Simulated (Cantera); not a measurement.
# Aluminium and copper etching: Al + I2

Charge: 1 mol Al, a varied amount of I2, equilibrated at 31.0 mbar.

These are equilibrium values from Cantera (NASA tables, ideal gas, pure condensed phases), not measurements of a reactor. Candidate condensed phases: Al, AlI3, I2; 7 gas species. The numbers say what is thermodynamically allowed, not how fast it happens.

Stable condensed phases:

```
T in K \ n(I2) in mol
         0.68 0.86  1.1  1.3  1.7  2.1  2.6  3.3  4.1  5.2  6.5
   1450     A    A    A    A    A    A    A    A    A    A    A
   1400     A    A    A    A    A    A    A    A    A    A    A
   1350     A    A    A    A    A    A    A    A    A    A    A
   1300     A    A    A    A    A    A    A    A    A    A    A
   1250     A    A    A    A    A    A    A    A    A    A    A
   1200     A    A    A    A    A    A    A    A    A    A    A
   1150     B    A    A    A    A    A    A    A    A    A    A
   1100     B    B    A    A    A    A    A    A    A    A    A
   1050     B    B    B    A    A    A    A    A    A    A    A
   1000     B    B    B    B    A    A    A    A    A    A    A
    950     B    B    B    B    A    A    A    A    A    A    A
    900     B    B    B    B    A    A    A    A    A    A    A
    850     B    B    B    B    A    A    A    A    A    A    A
```

A: gas only; B: Al.
